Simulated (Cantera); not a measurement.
**Ignition delay**

Mixture: 12.8 % CH₄, 18.3 % O₂, 68.8 % N₂, at 32.0 bar, adiabatic and at constant volume. Ignition delay is the time to a rise of 400 K.

Computed with Cantera and GRI-Mech 3.0 (53 species, 325 reactions). The pressure lies above the range GRI-Mech 3.0 was tuned for (to about 10 atm).

```tsv
T0 (K)	delay (ms)
1050	11.2
1100	5.20
1150	2.61
1200	1.40
1250	0.782
1300	0.454
1350	0.272
1400	0.167
1450	0.104
```

```yaml
apparent activation energy between 1350 and 1450 K: 160 kJ/mol
```
